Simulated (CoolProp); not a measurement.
Values from CoolProp's reference Helmholtz-energy equation of state, Bücker 2006.

**Question.** Give the vapour pressure (MPa), liquid density (kg/m³), enthalpy of vaporisation (kJ/kg) of saturated ethane at 167.7, 183.2, 221.9 K.

**Answer.** 
| T (K) | p (MPa) | liquid density (kg/m³) | enthalpy of vaporisation (kJ/kg) |
|---|---|---|---|
| 167.7 | 0.0368 | 564 | 510 |
| 183.2 | 0.0941 | 546 | 491 |
| 221.9 | 0.527 | 493 | 432 |
